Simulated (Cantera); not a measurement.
Gas mixture: NO : CO₂ : O₂ = 0.65 : 0.095 : 0.42 (molar parts), at 110000 Pa, frozen composition.

Cantera's kinetic-theory transport with the Lennard-Jones parameters of GRI-Mech 3.0, ideal gas; thermal conductivity in the mixture-averaged form. The composition is frozen, though it would react at the higher temperatures.

D: mixture-averaged diffusion coefficient of that species in the mixture.

```tsv
T (K)	ρ (kg/m³)	cp (J/kg/K)	μ (µPa s)	λ (mW/m/K)	Pr	D (cm²/s) NO	D (cm²/s) H	D (cm²/s) OH
400	1.05	971.0	23.6	32.3	0.711	0.296	1.87	0.472
550	0.767	1015	29.7	42.5	0.709	0.513	3.25	0.813
700	0.602	1061	35.1	52.3	0.711	0.773	4.91	1.22
850	0.496	1099	[?]	[?]	0.712	[?]	[?]	[?]
1000	0.422	1129	[?]	[?]	0.713	[?]	[?]	[?]
1150	0.367	1150	48.8	78.8	0.712	1.78	11.3	2.80
```

**Question.** Fill in the missing entries.

**Answer.** 
- 850, μ (µPa s): 40.0
- 850, λ (mW/m/K): 61.6
- 850, D (cm²/s) NO: 1.07
- 850, D (cm²/s) H: 6.82
- 850, D (cm²/s) OH: 1.69
- 1000, μ (µPa s): 44.5
- 1000, λ (mW/m/K): 70.4
- 1000, D (cm²/s) NO: 1.41
- 1000, D (cm²/s) H: 8.97
- 1000, D (cm²/s) OH: 2.22
